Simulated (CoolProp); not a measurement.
Properties of R236FA along the isotherm 4.85 °C.

Model: reference Helmholtz-energy equation of state, Pan 2012, in CoolProp.

```json
[
 {"p (bar)": "6.14", "phase": "liquid", "density (kg/m³)": "…", "viscosity (µPa s)": "…", "Prandtl number": "5.66"},
 {"p (bar)": "12.3", "phase": "liquid", "density (kg/m³)": "1430", "viscosity (µPa s)": "378", "Prandtl number": "5.69"},
 {"p (bar)": "18.4", "phase": "liquid", "density (kg/m³)": "1433", "viscosity (µPa s)": "382", "Prandtl number": "5.72"},
 {"p (bar)": "24.5", "phase": "liquid", "density (kg/m³)": "1435", "viscosity (µPa s)": "385", "Prandtl number": "…"},
 {"p (bar)": "30.7", "phase": "liquid", "density (kg/m³)": "…", "viscosity (µPa s)": "389", "Prandtl number": "5.77"},
 {"p (bar)": "36.8", "phase": "liquid", "density (kg/m³)": "1439", "viscosity (µPa s)": "393", "Prandtl number": "5.80"},
 {"p (bar)": "43", "phase": "liquid", "density (kg/m³)": "1441", "viscosity (µPa s)": "397", "Prandtl number": "…"},
 {"p (bar)": "49.1", "phase": "liquid", "density (kg/m³)": "1443", "viscosity (µPa s)": "401", "Prandtl number": "5.85"},
 {"p (bar)": "55.2", "phase": "liquid", "density (kg/m³)": "1445", "viscosity (µPa s)": "404", "Prandtl number": "5.88"},
 {"p (bar)": "61.4", "phase": "liquid", "density (kg/m³)": "1447", "viscosity (µPa s)": "408", "Prandtl number": "5.91"},
 {"p (bar)": "67.5", "phase": "liquid", "density (kg/m³)": "1449", "viscosity (µPa s)": "412", "Prandtl number": "5.94"},
 {"p (bar)": "73.6", "phase": "liquid", "density (kg/m³)": "…", "viscosity (µPa s)": "416", "Prandtl number": "5.97"},
 {"p (bar)": "79.8", "phase": "liquid", "density (kg/m³)": "1453", "viscosity (µPa s)": "420", "Prandtl number": "6.00"}
]
```

Problem. Complete the blanks.

Solution. 
- 6.14, density (kg/m³): 1428
- 6.14, viscosity (µPa s): 374
- 24.5, Prandtl number: 5.74
- 30.7, density (kg/m³): 1437
- 43, Prandtl number: 5.83
- 73.6, density (kg/m³): 1451

Viscosity comes from a separate model (Huber 2003), an estimate that may be off by 10 % or more. Thermal conductivity comes from a separate model (Huber 2003), an estimate that may be off by 10 % or more.
